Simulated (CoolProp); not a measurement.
Vapour-liquid equilibrium of R113 (1) + acetone (2) at 3.85 bar; x and y are mole fractions of (1).

Computed with CoolProp (multi-fluid Helmholtz-energy mixture model, Marx 1992 and Lemmon 2006; pair parameters Bell 2016).

```
x     bubble temperature (°C)  y at the bubble point  dew temperature at overall composition x (°C)  liquid density (mol/L)
----  -----------------------  ---------------------  ---------------------------------------------  ----------------------
0.05                     99.0                  0.098                                          100.1                   11.60
0.2                      94.1                  0.305                                           96.5                   10.71
0.35                     91.5                  0.440                                           93.2                   9.903
0.5                      90.2                  0.545                                           90.6                   9.194
0.65                     89.8                  0.642                                           89.9                   8.574
0.8                      90.6                  0.755                                           91.2                   8.030
0.95                     93.2                  0.921                                           93.7                   7.542
```

y crosses x between x = 0.5 and 0.65: the model has an azeotrope there.

Pair parameters are fitted to limited data, so mixtures are less certain than the pure fluids.
